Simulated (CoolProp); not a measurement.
Vapour-liquid equilibrium of isohexane (1) + n-heptane (2) at 0.0498 bar; x and y are mole fractions of (1).

Computed with CoolProp (multi-fluid Helmholtz-energy mixture model, Lemmon 2006 and Span 2003; pair parameters Bell 2016).

```json
[
 {"x": "0.05", "bubble temperature (K)": "290.6", "y at the bubble point": "0.209", "dew temperature at overall composition x (K)": "293.4", "liquid density (mol/L)": "6.879"},
 {"x": "0.125", "bubble temperature (K)": "286.2", "y at the bubble point": "0.426", "dew temperature at overall composition x (K)": "292.1", "liquid density (mol/L)": "6.970"},
 {"x": "0.2", "bubble temperature (K)": "282.5", "y at the bubble point": "0.571", "dew temperature at overall composition x (K)": "290.8", "liquid density (mol/L)": "7.056"},
 {"x": "0.275", "bubble temperature (K)": "279.4", "y at the bubble point": "0.675", "dew temperature at overall composition x (K)": "289.4", "liquid density (mol/L)": "7.139"},
 {"x": "0.35", "bubble temperature (K)": "276.7", "y at the bubble point": "0.750", "dew temperature at overall composition x (K)": "287.9", "liquid density (mol/L)": "7.220"},
 {"x": "0.425", "bubble temperature (K)": "274.3", "y at the bubble point": "0.808", "dew temperature at overall composition x (K)": "286.2", "liquid density (mol/L)": "7.300"},
 {"x": "0.5", "bubble temperature (K)": "272.2", "y at the bubble point": "0.853", "dew temperature at overall composition x (K)": "284.4", "liquid density (mol/L)": "7.378"},
 {"x": "0.575", "bubble temperature (K)": "270.3", "y at the bubble point": "0.889", "dew temperature at overall composition x (K)": "282.4", "liquid density (mol/L)": "7.457"},
 {"x": "0.65", "bubble temperature (K)": "268.6", "y at the bubble point": "0.918", "dew temperature at overall composition x (K)": "280.2", "liquid density (mol/L)": "7.535"},
 {"x": "0.725", "bubble temperature (K)": "267.0", "y at the bubble point": "0.942", "dew temperature at overall composition x (K)": "277.7", "liquid density (mol/L)": "7.612"},
 {"x": "0.8", "bubble temperature (K)": "265.5", "y at the bubble point": "0.962", "dew temperature at overall composition x (K)": "274.7", "liquid density (mol/L)": "7.690"},
 {"x": "0.875", "bubble temperature (K)": "264.2", "y at the bubble point": "0.978", "dew temperature at overall composition x (K)": "271.1", "liquid density (mol/L)": "7.769"},
 {"x": "0.95", "bubble temperature (K)": "262.9", "y at the bubble point": "0.992", "dew temperature at overall composition x (K)": "266.4", "liquid density (mol/L)": "7.847"}
]
```

No azeotrope shows between x = 0.05 and 0.95.

The pair parameters rest on a limited set of measurements; away from them the model extrapolates.
